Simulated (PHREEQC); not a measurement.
# Leach liquor (model solution)

Make-up at 90 °C: 1.3 mmol/kgw HCl and 0.13 mmol/kgw MnSO4. Closed to the air; pH follows from the charge balance.

All values are PHREEQC results (ion-association model, phreeqc.dat), not measurements.

No solid was allowed to form.

Estimate the pH, specific conductance.

pH 2.92; specific conductance 1540 µS/cm.

In which forms is S present?

SO4-2 63 %, HSO4- 34 %, MnSO4 2.6 % of the S.

Species that the database lacks are ignored. Away from 25 °C the constants follow the database's enthalpies or fits; those with neither stay at their 25 °C values.
